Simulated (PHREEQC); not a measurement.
1 kg of water holding 0.54 mol K2CO3 and 0.35 mol KHCO3 is evaporated at 15 °C; the solids stay in contact with the brine. No CO2 enters from the air. The run lets Kalicinite precipitate or redissolve, and no other solid.

Model: Pitzer model, pitzer.dat, run in PHREEQC.

```json
[
 {"water left (kg)": "1", "ionic strength": "1.97", "water activity": "0.967", "K in solution (mol/kgw)": "1.43", "C in solution (mol/kgw)": "0.890"},
 {"water left (kg)": "0.8219", "ionic strength": "2.40", "water activity": "?", "K in solution (mol/kgw)": "1.74", "C in solution (mol/kgw)": "1.08"},
 {"water left (kg)": "0.6755", "ionic strength": "2.92", "water activity": "?", "K in solution (mol/kgw)": "2.12", "C in solution (mol/kgw)": "1.32"},
 {"water left (kg)": "0.5552", "ionic strength": "3.55", "water activity": "0.941", "K in solution (mol/kgw)": "2.58", "C in solution (mol/kgw)": "1.60"},
 {"water left (kg)": "0.4563", "ionic strength": "4.32", "water activity": "?", "K in solution (mol/kgw)": "3.13", "C in solution (mol/kgw)": "1.95"},
 {"water left (kg)": "0.375", "ionic strength": "5.25", "water activity": "?", "K in solution (mol/kgw)": "3.81", "C in solution (mol/kgw)": "2.37"},
 {"water left (kg)": "0.3082", "ionic strength": "6.39", "water activity": "?", "K in solution (mol/kgw)": "4.64", "C in solution (mol/kgw)": "2.89"},
 {"water left (kg)": "0.2533", "ionic strength": "7.78", "water activity": "0.865", "K in solution (mol/kgw)": "5.64", "C in solution (mol/kgw)": "3.51"},
 {"water left (kg)": "0.2082", "ionic strength": "9.46", "water activity": "?", "K in solution (mol/kgw)": "6.87", "C in solution (mol/kgw)": "4.27"},
 {"water left (kg)": "0.1711", "ionic strength": "11.5", "water activity": "0.791", "K in solution (mol/kgw)": "8.36", "C in solution (mol/kgw)": "5.20"},
 {"water left (kg)": "0.1407", "ionic strength": "14.0", "water activity": "0.741", "K in solution (mol/kgw)": "10.2", "C in solution (mol/kgw)": "6.33"}
]
```

Fill in the missing entries.


- 0.8219, water activity: 0.960
- 0.6755, water activity: 0.952
- 0.4563, water activity: 0.928
- 0.375, water activity: 0.912
- 0.3082, water activity: 0.891
- 0.2082, water activity: 0.832
